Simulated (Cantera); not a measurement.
Input: 1 mol N2O, 0.79 mol H2, held at 800 K and 0.0170 bar.

Method: chemical equilibrium by Gibbs-energy minimisation in Cantera with the NASA 1993 tables (ideal gas, pure condensed phases). Candidate condensed phases: H2O; 24 gas species. The numbers say what is thermodynamically allowed, not how fast it happens.

Problem. What is the equilibrium state?

Solution. 
```
Property        Value
----------  ---------
x(N2)           0.528
x(H2O)          0.417
x(O2)          0.0554
gas amount  1.895 mol
```
